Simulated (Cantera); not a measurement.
A Cantera script and what it prints.

```python
import numpy as np
import cantera as ct

gas_names = [...]  # 109 gases of nasa_gas.yaml made of C, Cl, H, Si
cond_names = """
    C(gr) C6H6(L) C7H8(L) C8H18(L),n-octa Si(cr) Si(L) SiC(b)
""".split()


# ... load() reads the species with a 1 bar reference pressure and builds the phases ...
atoms = {
    'SiHCl3': {'Si': 1, 'H': 1, 'CL': 3},
    'C3H8': {'C': 3, 'H': 8},
    'H2': {'H': 2},
}
top_T = {'C(gr)': 4500, 'SiC(b)': 3050}  # K; cautious upper limits of use, not melting points


# ... equilibrate(T, P, feed) seeds the gas with the atoms and calls Mixture.equilibrate('TP', solver="vcs", rtol=1e-11, max_steps=5000) ...
results = []
feed = {'SiHCl3': 1, 'C3H8': 0.75, 'H2': 1300}  # mol
P = 133.322  # Pa
for T in [1650, 1700, 1750, 1800, 1850, 1900, 1950, 2000, 2050, 2100, 2150, 2200, 2250, 2300]:
    mix = equilibrate(T, P, feed)
    results.append((T, P, feed, dict(zip(mix.species_names, mix.species_moles))))

top = {s: max(r[3][s] / sum(r[3][g] for g in gas_names) for r in results) for s in gas_names}
cols = sorted((s for s in top if top[s] > 0.001), key=lambda s: -top[s])[:9]
seen = [c for c in cond_names if any(r[3].get(c, 0) > 1e-12 for r in results)]
print("log10 of partial pressures in bar; condensed amounts in mol")
print(f"{'T/K':>10s}" + "".join(f"{s[:9]:>10s}" for s in cols + seen))
for T, P, feed, n in results:
    ng = sum(n[g] for g in gas_names)
    print(f"{T:10.4g}" + "".join(f"{np.log10(max(n[s] / ng * P / 1e5, 1e-99)):10.3f}" for s in cols)
          + "".join(f"{n.get(c, 0):10.4g}" for c in seen))
```

It prints:

```
log10 of partial pressures in bar; condensed amounts in mol
       T/K        H2         H       HCL     C(gr)    SiC(b)
      1650    -2.877    -5.480    -5.515     1.133     0.996
      1700    -2.878    -5.271    -5.516     1.068    0.9886
      1750    -2.879    -5.073    -5.517    0.9805    0.9686
      1800    -2.880    -4.886    -5.519     0.874    0.9169
      1850    -2.883    -4.710    -5.522    0.7729    0.7895
      1900    -2.886    -4.543    -5.526     0.745    0.4883
      1950    -2.890    -4.386    -5.532    0.7714         0
      2000    -2.896    -4.237    -5.538    0.2057         0
      2050    -2.904    -4.096    -5.548         0         0
      2100    -2.914    -3.963    -5.560         0         0
      2150    -2.927    -3.838    -5.576         0         0
      2200    -2.944    -3.721    -5.596         0         0
      2250    -2.965    -3.612    -5.622         0         0
      2300    -2.992    -3.510    -5.653         0         0
```

These are equilibrium values from Cantera (NASA tables, ideal gas, pure condensed phases), not measurements of a reactor.
